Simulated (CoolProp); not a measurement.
The fluid at 298.15 K and 4.45 MPa is throttled through a valve to 2.31 MPa with no heat exchange. The same conditions are run with several fluids, on thermodynamics alone (safety and materials aside).

Model: reference Helmholtz-energy equation of state of each fluid (methanol: de Reuck 1993; ethanol: Schroeder 2014; n-perfluorobutane: Gao 2022; C3F8 (R218): Lemmon 2006; hexamethyldisiloxane (MM): Thol 2016), in CoolProp.

Question: Rank methanol, ethanol, n-perfluorobutane, C3F8 (R218), hexamethyldisiloxane (MM) by temperature change (K), highest first.

Answer: hexamethyldisiloxane (MM) (+0.9), ethanol (+0.8), methanol (+0.7), n-perfluorobutane (+0.4), C3F8 (R218) (-0.2)

```csv
fluid,final density (kg/m³)
methanol,788
ethanol,786
n-perfluorobutane,1510
C3F8 (R218),1350
hexamethyldisiloxane (MM),762
```
